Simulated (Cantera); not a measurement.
A perfectly stirred reactor is fed with CH4 : N2 = 1 : 50 (molar parts), at 100.0 Torr; it is held at 1650 K, and followed from long to short residence time.

Cantera simulation using GRI-Mech 3.0 (53 species, 325 reactions); the numbers are that mechanism's predictions, not measurements. GRI-Mech 3.0 stops at C3 and has no aromatics, soot or wall deposition, so with more carbon than oxygen in the feed, carbon stays in small species such as C2H2 where larger ones or solid carbon would form.

x: mole fraction; the columns are a selection and need not sum to one.

```json
[
 {"τ (s)": "17", "x CH4": "0.00102", "x H": "3.73e-5", "x C2H": "5.41e-8", "x C2H4": "?", "x C2H6": "1.37e-7"},
 {"τ (s)": "4.0", "x CH4": "0.00220", "x H": "3.28e-5", "x C2H": "4.75e-8", "x C2H4": "?", "x C2H6": "5.70e-7"},
 {"τ (s)": "0.90", "x CH4": "0.00475", "x H": "2.58e-5", "x C2H": "3.72e-8", "x C2H4": "?", "x C2H6": "2.30e-6"},
 {"τ (s)": "0.20", "x CH4": "0.00930", "x H": "1.68e-5", "x C2H": "2.36e-8", "x C2H4": "?", "x C2H6": "7.73e-6"},
 {"τ (s)": "0.046", "x CH4": "0.0148", "x H": "7.64e-6", "x C2H": "9.06e-9", "x C2H4": "?", "x C2H6": "1.64e-5"},
 {"τ (s)": "0.011", "x CH4": "0.0188", "x H": "1.28e-6", "x C2H": "6.74e-10", "x C2H4": "?", "x C2H6": "9.20e-6"},
 {"τ (s)": "0.0024", "x CH4": "0.0195", "x H": "2.14e-7", "x C2H": "5.71e-12", "x C2H4": "?", "x C2H6": "5.82e-7"}
]
```

### Question
Some entries are withheld; supply them.

### Answer

- 17, x C2H4: 5.41e-6
- 4.0, x C2H4: 1.53e-5
- 0.90, x C2H4: 5.95e-5
- 0.20, x C2H4: 0.000222
- 0.046, x C2H4: 0.000501
- 0.011, x C2H4: 0.000186
- 0.0024, x C2H4: 3.97e-6
